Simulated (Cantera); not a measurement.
A Cantera script and its output.

```python
import numpy as np
import cantera as ct

gas = ct.Solution("gri30.yaml")
gas.TPX = 1375, 270000, {'CH4': 0.027, 'O2': 0.024, 'N2': 1}
reactor = ct.IdealGasConstPressureReactor(gas, energy="off", clone=False)
net = ct.ReactorNet([reactor])
net.rtol, net.atol = 1e-08, 1e-18
show = ['CH4', 'O2', 'C2H2', 'O', 'HCN', 'H']
times = np.geomspace(4e-06, 30, 9)

steps = ct.SolutionArray(gas, extra=["t"])
rows = []
print(f"{'t/s':>10s}{'T/K':>9s}{'P/Pa':>11s}" + "".join(f"{s:>11s}" for s in show))
for t in times:
    while net.time < t:
        t_next = net.step()
        steps.append(gas.state, t=t_next)
    rows.append([np.interp(t, steps.t, y) for y in (steps.T, steps.P, *steps(*show).X.T)])
    print(f"{t:10.3e}{rows[-1][0]:9.1f}{rows[-1][1]:11.4g}" + "".join(f"{x:11.3e}" for x in rows[-1][2:]))
rate = np.gradient(steps.T, steps.t)
print("integrator steps:", len(steps.t))
if steps.T.max() > steps.T[0] + 200:
    print(f"time of steepest temperature rise: {steps.t[rate.argmax()]:.4e} s")
gas.TPX = 1375, 270000, {'CH4': 0.027, 'O2': 0.024, 'N2': 1}
gas.equilibrate("TP")
print(f"equilibrium (TP): T = {gas.T:.1f} K  " + "  ".join(f"{s} {gas[s].X[0]:.3e}" for s in show))
```

Output:

```
       t/s      T/K       P/Pa        CH4         O2       C2H2          O        HCN          H
 4.000e-06   1375.0    2.7e+05  2.569e-02  2.284e-02  6.467e-22  1.302e-10  2.786e-21  8.178e-10
 2.894e-05   1375.0    2.7e+05  2.569e-02  2.284e-02  5.712e-18  1.653e-10  1.745e-19  8.946e-10
 2.093e-04   1375.0    2.7e+05  2.569e-02  2.284e-02  2.796e-14  4.304e-10  1.129e-17  1.446e-09
 1.514e-03   1375.0    2.7e+05  2.567e-02  2.283e-02  1.710e-10  2.076e-09  8.028e-16  4.417e-09
 1.095e-02   1375.0    2.7e+05  2.532e-02  2.264e-02  1.255e-07  6.406e-09  2.288e-14  2.337e-08
 7.925e-02   1375.0    2.7e+05  4.532e-03  1.208e-03  1.194e-03  2.704e-08  1.166e-08  2.682e-06
 5.733e-01   1375.0    2.7e+05  4.006e-03  2.020e-05  1.524e-03  4.461e-11  1.434e-08  2.888e-07
 4.147e+00   1375.0    2.7e+05  3.726e-03  6.174e-11  1.621e-03  3.534e-14  1.465e-08  2.598e-07
 3.000e+01   1375.0    2.7e+05  2.734e-03  1.362e-14  1.880e-03  2.962e-14  1.450e-08  3.020e-07
integrator steps: 2061
equilibrium (TP): T = 1375.0 K  CH4 9.431e-09  O2 6.589e-15  C2H2 2.117e-14  O 3.165e-14  HCN 6.140e-08  H 3.919e-07
```

Model: GRI-Mech 3.0 (53 species, 325 reactions), integrated in Cantera. The temperature is held fixed by assumption; the heat of reaction is taken as removed at once.
